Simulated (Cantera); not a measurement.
Catalytic stagnation flow on Pt

A jet of 1.96 % H2, 6.81 % O2, 91.2 % N2 at 300 K and 0.0250 bar hits a platinum plate 3.2 cm away at a mass flux of 0.2 kg/m²/s; the plate temperature is set and raised in steps from an oxygen-covered start.

Model: Deutschmann's 1995 Pt surface mechanism with GRI-Mech 3.0 gas chemistry, integrated in Cantera. Catalytic surfaces can have several steady states; this one follows from the mechanism file's or the stated starting coverage.

```tsv
plate T (K)	wall x H2	wall x O2	wall x H2O	wall x OH	θ free Pt	θ O*	θ OH*
500	0.00481	0.0521	0.0294	<1e-8	0.135	0.852	0.0121
550	0.00479	0.0521	0.0291	<1e-8	0.143	0.850	0.00691
600	0.00478	0.0521	0.0289	<1e-8	0.150	0.845	0.00429
650	0.00477	0.0522	0.0288	<1e-8	0.158	0.840	0.00285
700	0.00472	0.0522	0.0287	<1e-8	0.166	0.832	0.00201
750	0.00453	0.0520	0.0289	<1e-8	0.182	0.817	0.00152
```
x: mole fraction at the wall; θ: surface coverage.
